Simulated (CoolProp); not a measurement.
Vapour-liquid equilibrium of nitrogen (1) + carbon monoxide (2) at 108.8 K; x and y are mole fractions of (1).

Values from CoolProp's multi-fluid Helmholtz-energy mixture model, Span 2000 and Lemmon 2006; pair parameters Gernert 2013.

```
x     bubble pressure (MPa)  y at the bubble point  dew pressure at overall composition x (MPa)  liquid density (mol/L)
----  ---------------------  ---------------------  -------------------------------------------  ----------------------
0.05                  1.011                  0.065                                        1.006                   23.33
0.15                  1.053                  0.188                                          [?]                   23.23
0.25                  1.095                    [?]                                        1.076                   23.13
0.35                  1.136                  0.410                                        1.113                   23.03
0.45                  1.176                  0.510                                        1.152                   22.94
0.55                    [?]                  0.606                                        1.192                   22.84
0.65                    [?]                  0.697                                        1.233                   22.75
0.75                  1.287                  0.785                                        1.273                   22.67
0.85                  1.321                  0.872                                        1.313                   22.60
0.95                  1.352                  0.957                                        1.349                   22.54
```

What belongs in the gaps?


- 0.15, dew pressure at overall composition x (MPa): 1.040
- 0.25, y at the bubble point: 0.302
- 0.55, bubble pressure (MPa): 1.215
- 0.65, bubble pressure (MPa): 1.252

No azeotrope shows between x = 0.05 and 0.95.

The pair parameters rest on a limited set of measurements; away from them the model extrapolates.
